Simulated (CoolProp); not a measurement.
Saturation properties of methane.

Values from CoolProp's reference Helmholtz-energy equation of state, Setzmann 1991.

```tsv
T (K)	p (kPa)	enthalpy of vaporisation (kJ/kg)	liquid viscosity (µPa s)	liquid conductivity (mW/(m K))
135.8	512.5	457.0	73.2	150
139.4	621.5	446.9	68.8	144
143	746.4	___	64.7	139
146.5	884.4	424.7	60.9	134
150.1	1045	412.2	57.3	___
153.6	1220	399.1	53.9	124
157.2	1420	___	50.6	119
160.7	1637	369.1	47.5	___
164.3	1884	351.7	44.4	109
167.9	2157	332.5	41.3	104
171.4	2448	311.7	38.4	98.5
175	___	287.4	35.4	93.2
178.5	3126	260.1	32.4	87.9
182.1	3519	226.3	29.2	82.5
```

Problem. Complete the blanks.

Solution. 
- 143, enthalpy of vaporisation (kJ/kg): 436.0
- 150.1, liquid conductivity (mW/(m K)): 129
- 157.2, enthalpy of vaporisation (kJ/kg): 384.5
- 160.7, liquid conductivity (mW/(m K)): 114
- 175, p (kPa): 2777

It boils at 111.7 K under 1 atm.

Viscosity comes from a separate model (Quiñones-Cisneros 2006). Thermal conductivity comes from a separate model (Friend 1989).
